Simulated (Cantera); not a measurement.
An isothermal, constant-pressure homogeneous reactor starts with 9.09 % H2, 90.9 % O2, at 1125 K and 20.0 Torr.

Computed with Cantera and the H2/O2 subset of GRI-Mech 3.0, which has no nitrogen chemistry. Radical loss at walls, strong at low pressure, is not modelled. The temperature is held fixed by assumption; the heat of reaction is taken as removed at once.

x: mole fraction; the columns are a selection and need not sum to one.

```json
[
 {"t (s)": "2.00e-6", "x H2": "0.0909", "x O2": "0.909", "x O": "1.97e-12", "x OH": "1.93e-12", "x H2O": "<1e-12", "x HO2": "6.68e-11"},
 {"t (s)": "7.96e-6", "x H2": "0.0909", "x O2": "0.909", "x O": "2.90e-11", "x OH": "2.70e-11", "x H2O": "3.65e-12", "x HO2": "2.66e-10"},
 {"t (s)": "3.17e-5", "x H2": "0.0909", "x O2": "0.909", "x O": "3.77e-10", "x OH": "2.95e-10", "x H2O": "1.71e-10", "x HO2": "1.06e-9"},
 {"t (s)": "0.000126", "x H2": "0.0909", "x O2": "0.909", "x O": "5.72e-9", "x OH": "3.43e-9", "x H2O": "7.15e-9", "x HO2": "4.28e-9"},
 {"t (s)": "0.000502", "x H2": "0.0909", "x O2": "0.909", "x O": "1.94e-6", "x OH": "1.10e-6", "x H2O": "3.59e-6", "x HO2": "4.67e-8"},
 {"t (s)": "0.00200", "x H2": "0.00312", "x O2": "0.859", "x O": "0.0367", "x OH": "0.00467", "x H2O": "0.0764", "x HO2": "1.36e-5"},
 {"t (s)": "0.00796", "x H2": "0.000768", "x O2": "0.892", "x O": "0.0113", "x OH": "0.00231", "x H2O": "0.0910", "x HO2": "1.09e-5"},
 {"t (s)": "0.0317", "x H2": "…", "x O2": "0.904", "x O": "…", "x OH": "…", "x H2O": "0.0947", "x HO2": "…"},
 {"t (s)": "0.126", "x H2": "4.42e-6", "x O2": "0.905", "x O": "6.95e-5", "x OH": "0.000179", "x H2O": "0.0951", "x HO2": "5.78e-7"},
 {"t (s)": "0.502", "x H2": "4.68e-7", "x O2": "0.905", "x O": "7.90e-6", "x OH": "6.03e-5", "x H2O": "0.0952", "x HO2": "8.49e-8"},
 {"t (s)": "2.00", "x H2": "7.38e-8", "x O2": "0.905", "x O": "1.30e-6", "x OH": "2.45e-5", "x H2O": "0.0952", "x HO2": "1.63e-8"}
]
```

Problem. What belongs in the gaps?

Solution. 
- 0.0317, x H2: 6.48e-5
- 0.0317, x O: 0.000958
- 0.0317, x OH: 0.000659
- 0.0317, x HO2: 3.78e-6
